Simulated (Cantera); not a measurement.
A Cantera script and what it prints.

```python
import numpy as np
import cantera as ct

gas_names = """
    Fe H H2 N NH NH2 NH3 N2 N2H2 N2H4
""".split()
cond_names = """
    Fe(a) Fe(c) Fe(d) Fe(L)
""".split()


# ... load() reads the species with a 1 bar reference pressure and builds the phases ...
atoms = {
    'Fe': {'Fe': 1},
    'NH3': {'N': 1, 'H': 3},
    'N2': {'N': 2},
}
top_T = {}  # K; cautious upper limits of use, not melting points


# ... equilibrate(T, P, feed) seeds the gas with the atoms and calls Mixture.equilibrate('TP', solver="vcs", rtol=1e-11, max_steps=5000) ...
results = []
feed = {'Fe': 1, 'NH3': 1, 'N2': 110}  # mol
P = 133.322  # Pa
for T in [1223, 1273, 1323, 1373, 1423, 1473, 1523, 1573, 1623, 1673, 1723, 1773, 1823]:
    mix = equilibrate(T, P, feed)
    results.append((T, P, feed, dict(zip(mix.species_names, mix.species_moles))))

top = {s: max(r[3][s] / sum(r[3][g] for g in gas_names) for r in results) for s in gas_names}
cols = sorted((s for s in top if top[s] > 0.0001), key=lambda s: -top[s])[:8]
seen = [c for c in cond_names if any(r[3].get(c, 0) > 1e-12 for r in results)]
print("log10 of partial pressures in bar; condensed amounts in mol")
print(f"{'T/K':>10s}" + "".join(f"{s[:9]:>10s}" for s in cols + seen))
for T, P, feed, n in results:
    ng = sum(n[g] for g in gas_names)
    print(f"{T:10.4g}" + "".join(f"{np.log10(max(n[s] / ng * P / 1e5, 1e-99)):10.3f}" for s in cols)
          + "".join(f"{n.get(c, 0):10.4g}" for c in seen))
```

Result:

```
log10 of partial pressures in bar; condensed amounts in mol
       T/K        N2        H2        Fe         H     Fe(c)     Fe(d)
      1223    -2.881    -4.748    -9.976    -8.896         1         0
      1273    -2.881    -4.748    -9.303    -8.521         1         0
      1323    -2.881    -4.748    -8.682    -8.174    0.9998         0
      1373    -2.881    -4.748    -8.108    -7.852    0.9993         0
      1423    -2.881    -4.749    -7.574    -7.552    0.9978         0
      1473    -2.881    -4.749    -7.078    -7.272     0.993         0
      1523    -2.881    -4.750    -6.615    -7.011    0.9796         0
      1573    -2.881    -4.751    -6.182    -6.766    0.9447         0
      1623    -2.882    -4.752    -5.777    -6.537    0.8594         0
      1673    -2.882    -4.755    -5.397    -6.321         0    0.6618
      1723    -2.884    -4.761    -5.040    -6.119         0    0.2279
      1773    -2.885    -4.767    -4.928    -5.929         0         0
      1823    -2.885    -4.775    -4.928    -5.751         0         0
```

Method: chemical equilibrium by Gibbs-energy minimisation in Cantera with the NASA 1993 tables (ideal gas, pure condensed phases).
